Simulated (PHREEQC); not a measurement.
PHREEQC input (ion-association model, phreeqc.dat):

```
SOLUTION_MASTER_SPECIES
  Amm  AmmH+  0  AmmH  17.031  # ammonia with no redox link, constants of NH4+
SOLUTION_SPECIES
  AmmH+ = AmmH+
    -log_k 0
    -gamma 2.5 0
    -dw 1.98e-9
  AmmH+ = Amm + H+
    -log_k -9.252
    -delta_h 12.48 kcal
    -analytic 0.6322 -0.001225 -2835.76
    -dw 2.28e-9
  AmmH+ + SO4-2 = AmmHSO4-
    -log_k 1.11
PHASES
  Amm(g)
    Amm = Amm
    -log_k 1.7966
    -analytic -18.758 3.3670e-4 2.5113e3 4.8619 39.192
    -T_c 405.6
    -P_c 111.3
    -Omega 0.25
EXCHANGE_SPECIES
  AmmH+ + X- = AmmHX
    -log_k 0.6
    -gamma 2.5 0
    -delta_h -2.4
SOLUTION 0
  temp 25
  units mmol/kgw
  pH 7 charge
  Cl 89.01
  Li 66
  Amm 23
  O(0) 1 O2(g) -0.68
SOLUTION 1-30
  temp 25
  units mmol/kgw
  pH 7 charge
  Cl 3.23
  Mg 0.86
  Sr 0.75
  O(0) 1 O2(g) -0.68
END
EXCHANGE 1-30
  X 0.08
  -equilibrate 1
END
SELECTED_OUTPUT 1
  -reset false
  -pH true
  -pe true
  -ionic_strength true
  -water true
  -step true
  -totals Amm Cl Li Mg Sr
  -molalities LiX AmmHX MgX2 SrX2
PRINT
  -reset false
TRANSPORT
  -cells 30
  -shifts 120
  -lengths 0.00333333
  -time_step 60
  -dispersivities 0.005
  -boundary_conditions flux flux
  -correct_disp true
  -punch_cells 30
  -punch_frequency 4
END
```

Selected output (columns that matter, 17 of 31 rows; pore volumes added in front):

```
pore volumes	pH	mu	Amm	Cl	Li	Mg	Sr	m_LiX	m_MgX2	m_SrX2
0	5.0294	0.00484	0	0.00323	0	0.00086	0.00075	0	0.014385	0.025615
0.2833	5.0294	0.004841	2.563e-20	0.0032307	1.0262e-10	0.00086018	0.00075016	6.9981e-11	0.014385	0.025615
0.55	5.0384	0.0094248	5.7924e-09	0.0063507	0.00019229	0.0016414	0.0014328	9.484e-05	0.01436	0.025593
0.8167	5.0643	0.040773	4.0253e-05	0.02991	0.0081339	0.0057403	0.0051225	0.0021024	0.013793	0.025131
1.0833	5.0755	0.075685	0.00077502	0.059837	0.027357	0.0081558	0.0076917	0.005664	0.012573	0.024211
1.2167	5.0765	0.086564	0.0016599	0.070432	0.036496	0.0081517	0.007981	0.0073369	0.011848	0.023685
1.4833	5.0737	0.096782	0.0041487	0.082373	0.049397	0.0069704	0.0074382	0.010046	0.010368	0.02259
1.75	5.0687	0.098796	0.0068896	0.086889	0.056174	0.0054845	0.0064229	0.011992	0.0089895	0.021495
2.0167	5.0636	0.098101	0.0094033	0.088377	0.059516	0.0042511	0.0054727	0.013422	0.0077758	0.020438
2.2833	5.0593	0.09685	0.011547	0.088829	0.061231	0.0033221	0.0046981	0.014535	0.0067326	0.01944
2.55	5.0557	0.095674	0.01332	0.08896	0.062201	0.0026322	0.0040823	0.015455	0.0058447	0.018507
2.8167	5.0529	0.0947	0.014765	0.088996	0.062815	0.0021146	0.0035888	0.016252	0.0050911	0.017641
2.95	5.0516	0.094285	0.015382	0.089003	0.063046	0.0019044	0.0033781	0.016617	0.004758	0.017232
3.2167	5.0496	0.09358	0.016437	0.089008	0.063418	0.0015579	0.0030139	0.017294	0.004167	0.016459
3.4833	5.0479	0.093008	0.017295	0.08901	0.063707	0.0012876	0.002711	0.017915	0.003662	0.015742
3.75	5.0466	0.092539	0.017998	0.08901	0.063943	0.0010737	0.0024557	0.018488	0.0032282	0.015075
4.0167	5.0455	0.09215	0.018578	0.08901	0.064141	0.00090236	0.0022382	0.01902	0.0028538	0.014453
```
